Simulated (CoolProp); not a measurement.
Vapour-liquid equilibrium of R134a (1) + R124 (2) at 323.3 K; x and y are mole fractions of (1).

Computed with CoolProp (multi-fluid Helmholtz-energy mixture model, Tillner-Roth 1994 and de Vries 1995; pair parameters Bell 2016).

| x | bubble pressure, mixture model (kPa) | bubble pressure, Raoult's law (kPa) | y, mixture model | y, Raoult's law |
|---|---|---|---|---|
| 0.05 | 811.4 | 806.0 | 0.080 | 0.082 |
| 0.15 | 875.0 | 860.4 | 0.222 | 0.231 |
| 0.25 | 936.1 | 914.8 | 0.346 | 0.362 |
| 0.35 | 994.8 | 969.2 | 0.455 | 0.478 |
| 0.45 | 1051 | 1024 | 0.553 | 0.582 |
| 0.55 | 1105 | 1078 | 0.644 | 0.675 |
| 0.65 | 1157 | 1132 | 0.728 | 0.759 |
| 0.75 | 1207 | 1187 | 0.808 | 0.836 |
| 0.85 | 1255 | 1241 | 0.885 | 0.906 |
| 0.95 | 1301 | 1296 | 0.962 | 0.970 |

The largest gap from Raoult's law is +2.6 % in bubble pressure, at x = 0.45. No azeotrope shows between x = 0.05 and 0.95.

Pair parameters are fitted to limited data, so mixtures are less certain than the pure fluids.
